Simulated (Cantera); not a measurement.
A Cantera script and its output.

```python
import numpy as np
import cantera as ct

gas = ct.Solution("gri30.yaml")
gas.TPX = 1950, 2000, {'NO': 1, 'N2': 2.8}
inlet = ct.Reservoir(gas, clone=True)

reactor = ct.IdealGasConstPressureReactor(gas, energy="off", clone=False)
exhaust = ct.Reservoir(gas, clone=True)
tau = [5.6, 2.5, 1.1, 0.47, 0.21, 0.09, 0.039, 0.017, 0.0075, 0.0033, 0.0014][0]
for a, b in ((inlet, reactor), (reactor, exhaust)):
    ct.MassFlowController(a, b, mdot=lambda t: reactor.mass / tau)
net = ct.ReactorNet([reactor])
show = ['NO', 'O2', 'N2', 'O', 'NO2']

rows = []
print(f"{'tau/s':>10s}{'T/K':>9s}" + "".join(f"{s:>11s}" for s in show))
for tau in [5.6, 2.5, 1.1, 0.47, 0.21, 0.09, 0.039, 0.017, 0.0075, 0.0033, 0.0014]:
    net.initial_time = 0.0
    net.advance(30 * tau)
    before = gas.X
    net.advance(40 * tau)
    drift = np.max(np.abs(gas.X - before) / (gas.X + 1e-9))
    rows.append([gas.T, *gas[show].X, drift])
    print(f"{tau:10.3e}{gas.T:9.1f}" + "".join(f"{x:11.3e}" for x in gas[show].X))
```

Output:

```
     tau/s      T/K         NO         O2         N2          O        NO2
 5.600e+00   1950.0  2.251e-01  1.874e-02  7.557e-01  5.069e-04  1.772e-05
 2.500e+00   1950.0  2.477e-01  7.495e-03  7.444e-01  3.732e-04  1.308e-05
 1.100e+00   1950.0  2.570e-01  2.876e-03  7.398e-01  2.925e-04  9.800e-06
 4.700e-01   1950.0  2.608e-01  1.035e-03  7.379e-01  2.366e-04  7.739e-06
 2.100e-01   1950.0  2.622e-01  3.543e-04  7.372e-01  1.845e-04  6.175e-06
 9.000e-02   1950.0  2.628e-01  9.084e-05  7.369e-01  1.195e-04  4.272e-06
 3.900e-02   1950.0  2.630e-01  1.740e-05  7.369e-01  5.968e-05  2.240e-06
 1.700e-02   1950.0  2.631e-01  2.820e-06  7.368e-01  2.455e-05  8.673e-07
 7.500e-03   1950.0  2.631e-01  4.689e-07  7.368e-01  9.745e-06  2.767e-07
 3.300e-03   1950.0  2.632e-01  8.218e-08  7.368e-01  3.962e-06  7.571e-08
 1.400e-03   1950.0  2.632e-01  1.405e-08  7.368e-01  1.608e-06  1.703e-08
```

Cantera simulation using GRI-Mech 3.0 (53 species, 325 reactions); the numbers are that mechanism's predictions, not measurements. Radical loss at walls, strong at low pressure, is not modelled.
